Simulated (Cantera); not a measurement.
**Equilibrium for boron, boron nitride and boron oxide: B + H2O + N2**

A closed system holds: 1 mol B, a varied amount of H2O, 1.5 mol N2, held at 1448 K and 135 Torr.

Equilibrium computed with Cantera from the NASA thermochemical tables; the gas is ideal and each condensed phase is pure. Candidate condensed phases: B, BN, B2O3, B3O3H3, H2O; 39 gas species. N2 is the only nitrogen source here; it is nearly inert below about 1500 K, so the nitride shown seldom forms there in practice. Mutual solubility and eutectic melting of coexisting phases are not modelled. Gases not in the tables: H3BO3. Equilibrium is a limit: real reactors are often held back by kinetics, nucleation or transport.

| n(H2O) (mol) | x N2 | x H2O | x H2 | x HBO2 | x (HBO2)3 | n BN(s) | n B2O3(l) |
|---|---|---|---|---|---|---|---|
| 0.58 | 0.672 | 0.00128 | 0.325 | 0.00127 | 1.03e-7 | 0.616 | 0.191 |
| 1.2 | 0.538 | 0.00168 | 0.459 | 0.00145 | 1.55e-7 | 0.204 | 0.396 |
| 1.8 | 0.452 | 0.0852 | 0.452 | 0.0103 | 5.60e-5 | 0 | 0.482 |
| 2.4 | 0.381 | 0.220 | 0.381 | 0.0166 | 0.000233 | 0 | 0.466 |
| 2.9 | 0.338 | 0.305 | 0.338 | 0.0196 | 0.000379 | 0 | 0.454 |
| 3.5 | 0.297 | 0.384 | 0.297 | 0.0220 | 0.000536 | 0 | 0.440 |
| 4.1 | 0.265 | 0.446 | 0.265 | 0.0237 | 0.000671 | 0 | 0.427 |
| 4.7 | 0.239 | 0.496 | 0.239 | 0.0250 | 0.000787 | 0 | 0.414 |
| 5.3 | 0.218 | 0.537 | 0.218 | 0.0260 | 0.000887 | 0 | 0.401 |
| 5.9 | 0.200 | 0.572 | 0.200 | 0.0268 | 0.000974 | 0 | 0.388 |
| 6.5 | 0.185 | 0.601 | 0.185 | 0.0275 | 0.00105 | 0 | 0.376 |
x: gas mole fraction; n: condensed amount in mol.

From 0.58 mol H2O to 1.2 mol H2O the condensed part is BN(s) + B2O3(l). From 1.8 mol H2O to 6.5 mol H2O the condensed part is B2O3(l). The share of B in condensed phases is highest at 0.58 mol H2O (99.7 %) and lowest at 6.5 mol H2O (75.1 %).
